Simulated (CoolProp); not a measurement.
Properties of the fluoroketone C6F12O (FK-5-1-12) along the isotherm 478.8 K (Tc = 441.8 K, pc = 1869 kPa, ω = 0.471).

The numbers come from the reference Helmholtz-energy equation of state, McLinden 2015 in CoolProp.

| p (kPa) | phase | density (kg/m³) | cv (kJ/(kg K)) | isothermal compressibility (1/MPa) | expansivity (1/kK) | fugacity coefficient |
|---|---|---|---|---|---|---|
| 389 | gas | 32.68 | 1.021 | 2.724 | 2.575 | 0.9469 |
| 779 | gas | 69.75 | 1.027 | 1.458 | 3.242 | 0.8954 |
| 1170 | gas | 112.7 | 1.034 | 1.058 | 4.205 | 0.8451 |
| 1560 | gas | 164.0 | 1.043 | 0.8863 | 5.670 | 0.7960 |
| 1950 | supercritical | 228.0 | 1.052 | 0.8156 | 8.039 | 0.7476 |
| 2340 | supercritical | 312.2 | 1.064 | 0.8031 | 12.03 | 0.7000 |
| 2730 | supercritical | 427.5 | 1.076 | 0.8031 | 18.28 | 0.6533 |
| 3120 | supercritical | 571.4 | 1.080 | 0.6384 | 21.69 | 0.6085 |
| 3500 | supercritical | 690.2 | 1.076 | 0.3708 | 17.05 | 0.5690 |
| 3890 | supercritical | 772.0 | 1.070 | 0.2227 | 12.72 | 0.5340 |
| 4280 | supercritical | 829.1 | 1.065 | 0.1508 | 10.07 | 0.5045 |
| 4670 | supercritical | 872.0 | 1.062 | 0.1113 | 8.388 | 0.4795 |
